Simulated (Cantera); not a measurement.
An adiabatic, constant-pressure homogeneous reactor starts with 6.28 % CH4, 0.879 % C2H6, 0.628 % C3H8, 19.3 % O2, 72.9 % N2, equivalence ratio 0.97, at 1575 K and 0.550 bar.

Model: GRI-Mech 3.0 (53 species, 325 reactions), integrated in Cantera.

Problem. Predict: time of steepest temperature rise; temperature at 4.00 s; equilibrium temperature; x(O2) at 4.00 s; x(H2O2) at 4.00 s; x(H) at 4.00 s.

Solution. 
```
Property                                                             Value
---------------------------------  ---------------------------------------
time of steepest temperature rise                                 0.125 ms
temperature at 4.00 s                                               2714 K
equilibrium temperature                                             2714 K
x(O2) at 4.00 s                      0.0246 (gas-phase equilibrium 0.0246)
x(H2O2) at 4.00 s                  1.67e-7 (gas-phase equilibrium 1.67e-7)
x(H) at 4.00 s                       0.0108 (gas-phase equilibrium 0.0108)
```
